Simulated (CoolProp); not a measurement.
Fluorine at 295 K and 6.69 MPa is throttled through a valve to 4.24 MPa with no heat exchange. Each further row changes one setting.

Computed with CoolProp (reference Helmholtz-energy equation of state, de Reuck 1990).

| case | temperature change (K) | final phase | final density (kg/m³) |
|---|---|---|---|
| as stated | -4.3 | gas | (withheld) |
| outlet pressure 1.27 MPa | (withheld) | gas | 20.5 |
| outlet pressure 5.51 MPa | -2.0 | (withheld) | (withheld) |

Task: Complete the blanks.

Result: 
- as stated, final density (kg/m³): 68.0
- outlet pressure 1.27 MPa, temperature change (K): -10.1
- outlet pressure 5.51 MPa, final phase: supercritical
- outlet pressure 5.51 MPa, final density (kg/m³): 88.0
